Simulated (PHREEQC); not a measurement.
Ultrapure water in contact with air or piping

Model water analysis in mg/kgw, 30 °C, pH 6.78, pe 11.2: Na 0.0348; K 0.0404; Ca 0.0813; Mg 0.0652; Cl 0.207; S(6) as SO4 0.19; Alkalinity as HCO3 0.13; B 0.000452; N(5) as NO3 0.0207.

Valence states are taken as typed.

The numbers come from PHREEQC with the ion-association model, phreeqc.dat.

This is a speciation only: nothing precipitates in the calculation.

Q: What charge-balance error does the model give?

A: charge-balance error -1.2 %.

Q: In which forms is C present?

A: HCO3- 74 %, CO2 26 % of the C.

Complexes and solids missing from the database can't appear.
